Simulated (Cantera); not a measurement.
Feed: 1 mol Si, 3.6 mol F2, equilibrated at 823 K and 100000 Pa.

Method: chemical equilibrium by Gibbs-energy minimisation in Cantera with the NASA 1993 tables (ideal gas, pure condensed phases). Candidate condensed phases: Si; 9 gas species. Kinetics and transport are ignored.

Base state: F2 0.608, SiF4 0.383, F 0.00914 (mole fractions); condensed: gas only.

### Question
What changes in the equilibrium state with this change: temperature from 823 K to 1723 K?

### Answer
```json
[
 {"species": "F", "before": "0.00914", "after": "0.746"},
 {"species": "SiF4", "before": "0.383", "after": "0.241"},
 {"species": "F2", "before": "0.608", "after": "0.0132"}
]
```

### Question
What changes in the equilibrium state with this change: pressure from 100000 Pa to 2700 Pa?

### Answer
| species | before | after |
|---|---|---|
| F2 | 0.608 | 0.572 |
| SiF4 | 0.383 | 0.374 |
| F | 0.00914 | 0.0540 |
